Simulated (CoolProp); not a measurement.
Vapour-liquid equilibrium of R134a (1) + R142b (2) at 6.7 kPa; x and y are mole fractions of (1).

The numbers come from the multi-fluid Helmholtz-energy mixture model, Tillner-Roth 1994 and Lemmon 2006; pair parameters Bell 2016 in CoolProp.

```
x     bubble temperature (°C)  y at the bubble point  dew temperature at overall composition x (°C)  liquid density (mol/L)
----  -----------------------  ---------------------  ---------------------------------------------  ----------------------
0.05                    -62.2                  0.130                                          -61.4                     ___
0.2                     -65.3                  0.405                                          -63.0                   13.34
0.35                      ___                  0.578                                          -64.7                   13.60
0.5                     -69.1                  0.700                                          -66.5                   13.86
0.65                    -70.4                  0.795                                          -68.5                   14.12
0.8                     -71.3                    ___                                          -70.4                     ___
0.95                    -72.1                  0.968                                          -72.0                   14.68
```

**Question.** Complete the blanks.

**Answer.** 
- 0.05, liquid density (mol/L): 13.07
- 0.35, bubble temperature (°C): -67.5
- 0.8, y at the bubble point: 0.881
- 0.8, liquid density (mol/L): 14.39

No azeotrope shows between x = 0.05 and 0.95.

Pair parameters are fitted to limited data, so mixtures are less certain than the pure fluids.
